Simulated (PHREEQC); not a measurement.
Ultrapure water in contact with air or piping: speciation

A made-up water analysis in mg/L, 25 °C, pH 5.93, pe 12.8: Na 0.132; K 0.0028; Ca 0.419; Mg 0.0646; Cl 0.354; S(6) as SO4 0.292; Alkalinity as HCO3 0.953; Ba 0.000498; Si as SiO2 0.00215; Cu(2) 0.000476; Cd 0.0925; O(0) (dissolved oxygen) 0.00602.

Valence states are taken as typed.

Equilibrium calculation in PHREEQC: ion-association model, wateq4f.dat.

```json
{
  "ionic_strength": "5.08e-5 mol/kgw",
  "charge_balance_error": "3.0 %"
}
```

```json
[
 {"species": "CO2", "molality": "4.40e-5", "activity": "4.40e-5", "log γ": "0.000"},
 {"species": "HCO3-", "molality": "1.68e-5", "activity": "1.67e-5", "log γ": "-0.004"},
 {"species": "Ca+2", "molality": "1.04e-5", "activity": "1.01e-5", "log γ": "-0.014"},
 {"species": "Cl-", "molality": "9.98e-6", "activity": "9.90e-6", "log γ": "-0.004"},
 {"species": "Na+", "molality": "5.74e-6", "activity": "5.69e-6", "log γ": "-0.004"},
 {"species": "SO4-2", "molality": "3.03e-6", "activity": "2.93e-6", "log γ": "-0.014"},
 {"species": "Mg+2", "molality": "2.65e-6", "activity": "2.57e-6", "log γ": "-0.014"},
 {"species": "H+", "molality": "1.19e-6", "activity": "1.17e-6", "log γ": "-0.004"},
 {"species": "Cd+2", "molality": "8.21e-7", "activity": "7.94e-7", "log γ": "-0.014"},
 {"species": "O2", "molality": "1.88e-7", "activity": "1.88e-7", "log γ": "0.000"},
 {"species": "K+", "molality": "7.16e-8", "activity": "7.10e-8", "log γ": "-0.004"},
 {"species": "H4SiO4", "molality": "3.58e-8", "activity": "3.58e-8", "log γ": "0.000"},
 {"species": "OH-", "molality": "8.59e-9", "activity": "8.52e-9", "log γ": "-0.004"}
]
```

No solid was allowed to form.
